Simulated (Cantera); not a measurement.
# Hydrocarbon pyrolysis for carbon deposition

An isothermal, constant-pressure homogeneous reactor starts with C2H6 : N2 = 1 : 82 (molar parts), at 1073 K and 0.0132 atm.

Computed with Cantera and GRI-Mech 3.0 (53 species, 325 reactions). GRI-Mech 3.0 stops at C3 and has no aromatics, soot or wall deposition, so with more carbon than oxygen in the feed, carbon stays in small species such as C2H2 where larger ones or solid carbon would form. Radical loss at walls, strong at low pressure, is not modelled.

```
t (s)       x C2H6    x CH3     x CH2      x H2    x C2H4
--------  --------  -------  --------  --------  --------
0.000100    0.0120  6.49e-9    <1e-12    <1e-12    <1e-12
0.000355    0.0120  2.30e-8    <1e-12  1.92e-12  5.12e-12
0.00126     0.0120  8.12e-8    <1e-12  1.22e-10  2.09e-10
0.00448     0.0120  2.81e-7    <1e-12   7.30e-9   8.75e-9
0.0159      0.0120  9.15e-7  1.24e-12   3.47e-7   3.66e-7
0.0565      0.0120  2.53e-6  2.31e-11   1.29e-5   1.31e-5
0.201       0.0118  7.24e-6  1.95e-10  0.000203  0.000208
0.713       0.0107  9.99e-6  3.48e-10   0.00126   0.00128
2.53       0.00690  7.95e-6  2.92e-10   0.00480   0.00470
9.00      0.000999  2.44e-6  7.27e-11    0.0113   0.00888
```
x: mole fraction; the columns are a selection and need not sum to one.

Equilibrium at this temperature and pressure: C2H6 2.36e-8, CH3 1.89e-8, CH2 <1e-12, H2 0.0216, C2H4 9.86e-5 (gas phase only).
